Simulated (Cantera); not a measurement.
An adiabatic, constant-volume homogeneous reactor starts with CH₄ : C₂H₆ : C₃H₈ : O₂ : N₂ : CO₂ = 1 : 0.043 : 0.75 : 4.54 : 32.7 : 8.9 (molar parts), equivalence ratio 1.3, at 1750 K and 5100 Torr. Integrator tolerance rtol = 1e-08.

Computed with Cantera and GRI-Mech 3.0 (53 species, 325 reactions).

Q: What does this change do: initial temperature 1750 to 1200 K?

A: 
```tsv
quantity	before	after
time of steepest temperature rise	9.23 µs	4.17 ms
temperature at 0.100 s	2607 K	2203 K
equilibrium temperature	2607 K	2203 K
x(CH₄) at 0.100 s	<1e-12 (gas-phase equilibrium <1e-12)	<1e-12 (gas-phase equilibrium <1e-12)
x(C₂H₆) at 0.100 s	<1e-12 (gas-phase equilibrium <1e-12)	<1e-12 (gas-phase equilibrium <1e-12)
x(C₃H₈) at 0.100 s	<1e-12 (gas-phase equilibrium <1e-12)	<1e-12 (gas-phase equilibrium <1e-12)
x(CH₂) at 0.100 s	<1e-12 (gas-phase equilibrium <1e-12)	<1e-12 (gas-phase equilibrium <1e-12)
x(H₂) at 0.100 s	0.00489 (gas-phase equilibrium 0.00489)	0.00474 (gas-phase equilibrium 0.00474)
```

Q: What does this change do: CO2 8.9 to 2.7 parts?

A: 
```tsv
quantity	before	after
time of steepest temperature rise	9.23 µs	7.62 µs
temperature at 0.100 s	2607 K	2791 K
equilibrium temperature	2607 K	2791 K
x(CH₄) at 0.100 s	<1e-12 (gas-phase equilibrium <1e-12)	<1e-12 (gas-phase equilibrium <1e-12)
x(C₂H₆) at 0.100 s	<1e-12 (gas-phase equilibrium <1e-12)	<1e-12 (gas-phase equilibrium <1e-12)
x(C₃H₈) at 0.100 s	<1e-12 (gas-phase equilibrium <1e-12)	<1e-12 (gas-phase equilibrium <1e-12)
x(CH₂) at 0.100 s	<1e-12 (gas-phase equilibrium <1e-12)	<1e-12 (gas-phase equilibrium <1e-12)
x(H₂) at 0.100 s	0.00489 (gas-phase equilibrium 0.00489)	0.0119 (gas-phase equilibrium 0.0119)
```
GRI-Mech 3.0 was tuned for natural gas; its chemistry of propane as a main component is partial and can be far from experiment.

Q: What does this change do: pressure from 5100 Torr to 1650 Torr?

A: 
```
quantity                                                            before                                    after
---------------------------------  ---------------------------------------  ---------------------------------------
time of steepest temperature rise                                  9.23 µs                                  19.7 µs
temperature at 0.100 s                                              2607 K                                   2557 K
equilibrium temperature                                             2607 K                                   2557 K
x(CH₄) at 0.100 s                    <1e-12 (gas-phase equilibrium <1e-12)    <1e-12 (gas-phase equilibrium <1e-12)
x(C₂H₆) at 0.100 s                   <1e-12 (gas-phase equilibrium <1e-12)    <1e-12 (gas-phase equilibrium <1e-12)
x(C₃H₈) at 0.100 s                   <1e-12 (gas-phase equilibrium <1e-12)    <1e-12 (gas-phase equilibrium <1e-12)
x(CH₂) at 0.100 s                    <1e-12 (gas-phase equilibrium <1e-12)    <1e-12 (gas-phase equilibrium <1e-12)
x(H₂) at 0.100 s                   0.00489 (gas-phase equilibrium 0.00489)  0.00540 (gas-phase equilibrium 0.00540)
```
